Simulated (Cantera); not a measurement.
A perfectly stirred reactor is fed with 20.8 % CO, 5.41 % H2, 3.74 % CH4, 14.7 % O2, 55.3 % N2, at 610000 Pa; it is adiabatic with a 398 K inlet, and is followed from long to short residence time, starting on the burning branch (τ in s: 0.23, 0.086, 0.031, 0.012, 0.0042, 0.0016, 0.00057, 0.00021, 7.6e-05).

Cantera simulation using GRI-Mech 3.0 (53 species, 325 reactions); the numbers are that mechanism's predictions, not measurements.

Problem. Predict: blow-out, bracketed by the residence times tried; x(CO) at τ = 0.230 s; x(H2) at τ = 0.230 s; x(CH4) at τ = 0.230 s; x(O) at τ = 0.230 s; x(CO) at τ = 4.20 ms; x(H2) at τ = 4.20 ms; x(CH4) at τ = 4.20 ms; x(C2H4) at τ = 4.20 ms; x(O) at τ = 4.20 ms.

Solution. 
```
Quantity                                                                           Value
------------------------------------------------  --------------------------------------
blow-out, bracketed by the residence times tried  burning at 76.0 µs, the shortest tried
x(CO) at τ = 0.230 s                                                               0.112
x(H2) at τ = 0.230 s                                                              0.0157
x(CH4) at τ = 0.230 s                                                            8.13e-7
x(O) at τ = 0.230 s                                                              2.08e-5
x(CO) at τ = 4.20 ms                                                               0.112
x(H2) at τ = 4.20 ms                                                              0.0159
x(CH4) at τ = 4.20 ms                                                            1.03e-5
x(C2H4) at τ = 4.20 ms                                                           2.68e-9
x(O) at τ = 4.20 ms                                                             0.000128
```
